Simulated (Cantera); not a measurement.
An isothermal plug-flow reactor at 925 K and 3.50 bar (inlet), inlet velocity 2.5 m/s, active area per volume 110 1/m; feed H2 : O2 : N2 : H2O = 0.0062 : 0.12 : 0.79 : 0.014 (molar parts).

Model: Deutschmann's 1995 Pt surface mechanism with GRI-Mech 3.0 gas chemistry, integrated in Cantera. Catalytic surfaces can have several steady states; this one follows from the mechanism file's or the stated starting coverage. Mass transfer to the wall is taken as infinitely fast.

### Question
What does this change do: temperature 925 to 973 K?

### Answer
```csv
quantity,before,after
x(H2) at z = 0.033 m,7.88e-5,1.32e-5
x(O2) at z = 0.033 m,0.126,0.126
x(H2O) at z = 0.033 m,0.0217,0.0218
θ(free Pt) at the exit,0.0746,0.108
θ(O*) at the exit,0.921,0.888
θ(OH*) at the exit,0.00432,0.00423
```

### Question
What does this change do: temperature 925 to 750 K?

### Answer
| quantity | before | after |
|---|---|---|
| x(H2) at z = 0.033 m | 7.88e-5 | 0.00110 |
| x(O2) at z = 0.033 m | 0.126 | 0.127 |
| x(H2O) at z = 0.033 m | 0.0217 | 0.0207 |
| θ(free Pt) at the exit | 0.0746 | 0.0197 |
| θ(O*) at the exit | 0.921 | 0.975 |
| θ(OH*) at the exit | 0.00432 | 0.00533 |
